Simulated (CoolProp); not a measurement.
Saturated liquid density (kg/m³) of normal hydrogen: the reference equation beside estimates from Tc = -240.0 °C, pc = 1296 kPa, ω = -0.219.

The numbers come from the reference Helmholtz-energy equation of state, Leachman 2009 in CoolProp.

| T (°C) | reference | Redlich-Kwong | Peng-Robinson |
|---|---|---|---|
| -252.35 | 70.35 | 84.11 | 87.60 |
| -251.05 | 68.77 | 81.16 | 84.43 |
| -249.75 | 67.05 | 77.97 | 81.05 |
| -248.45 | 65.16 | 74.49 | 77.40 |
| -247.15 | 63.08 | 70.68 | 73.44 |
| -245.85 | 60.74 | 66.46 | 69.09 |
| -244.55 | 58.04 | 61.71 | 64.23 |
| -243.25 | (withheld) | 56.22 | 58.66 |
| -241.95 | 50.64 | (withheld) | 51.92 |
| -240.65 | 43.92 | (withheld) | 42.51 |

**Question.** Complete the blanks.

**Answer.** 
- -243.25, reference: 54.82
- -241.95, Redlich-Kwong: 49.55
- -240.65, Redlich-Kwong: 40.16

Absolute difference from the reference over all 10 rows, mean and median: Redlich-Kwong 10.9 and 10.7 %, Peng-Robinson 14.1 and 15.1 %.
